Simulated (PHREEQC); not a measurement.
Make-up at 92 °C: 0.052 mol ZnBr2 and 0.0012 mol H2S per kg of water. Closed to the air; pH follows from the charge balance.

The numbers come from PHREEQC with the ion-association model, phreeqc.dat.

Q: The ionic strength comes out as 0.155 mol/kgw. What activity coefficients do ZnOH+, Zn+2, Br-, ZnBr+, H+ get?

A: ZnOH+ 0.73, Zn+2 0.28, Br- 0.68, ZnBr+ 0.73, H+ 0.79.

No solid was allowed to form. Examples of supersaturated solids here: Sphalerite (slow to form). Others may be too. Complexes and solids missing from the database can't appear. At this temperature some constants are extrapolated from 25 °C, and those without enthalpy data are left unchanged.
